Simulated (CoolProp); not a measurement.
Vapour-liquid equilibrium of acetone (1) + n-dodecane (2) at 136.85 °C; x and y are mole fractions of (1).

Model: multi-fluid Helmholtz-energy mixture model, Lemmon 2006 and Lemmon 2004; pair parameters Bell 2016, in CoolProp.

Question: Give the bubble pressure and the first vapour's composition at x = 0.35, 0.65, 0.85. Is there an azeotrope?

Answer: x = 0.35: 409.4 kPa, y = 0.980; x = 0.65: 615.5 kPa, y = 0.989; x = 0.85: 738.1 kPa, y = 0.994. No azeotrope shows between x = 0.05 and 0.95.

Pair parameters are fitted to limited data, so mixtures are less certain than the pure fluids. The gap from Raoult's law changes sign with composition, which may be real or a fault of the pair parameters; it wasn't checked against measurements.
